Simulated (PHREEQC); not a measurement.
1 kg of water holding 0.33 mol/kgw NaBr and 0.0093 mol/kgw NaCl is evaporated at 25 °C; the solids stay in contact with the brine. No CO2 enters from the air. Solids allowed: Halite. Others were left out.

The numbers come from PHREEQC with the Pitzer model, pitzer.dat.

| water left (kg) | ionic strength | water activity | Cl in solution (mol/kgw) | Na in solution (mol/kgw) | Br in solution (mol/kgw) |
|---|---|---|---|---|---|
| 1 | 0.339 | 0.989 | 0.00930 | 0.339 | 0.330 |
| 0.8219 | 0.413 | 0.986 | 0.0113 | 0.413 | 0.402 |
| 0.6755 | 0.502 | 0.983 | 0.0138 | 0.502 | 0.489 |
| 0.5552 | 0.611 | … | 0.0168 | 0.611 | 0.594 |
| 0.4563 | 0.744 | … | 0.0204 | 0.744 | 0.723 |
| 0.375 | 0.905 | … | 0.0248 | 0.905 | 0.880 |
| 0.3082 | 1.10 | … | 0.0302 | 1.10 | 1.07 |
| 0.2533 | 1.34 | … | 0.0367 | 1.34 | 1.30 |
| 0.2082 | 1.63 | 0.943 | 0.0447 | 1.63 | 1.58 |
| 0.1711 | 1.98 | 0.929 | 0.0543 | 1.98 | 1.93 |
| 0.1407 | 2.41 | 0.912 | 0.0661 | 2.41 | 2.35 |
| 0.1156 | 2.93 | 0.890 | 0.0804 | 2.93 | 2.85 |
| 0.09502 | 3.57 | 0.862 | 0.0979 | 3.57 | 3.47 |

Q: Some entries are withheld; supply them.

A: 
- 0.5552, water activity: 0.980
- 0.4563, water activity: 0.975
- 0.375, water activity: 0.969
- 0.3082, water activity: 0.962
- 0.2533, water activity: 0.954
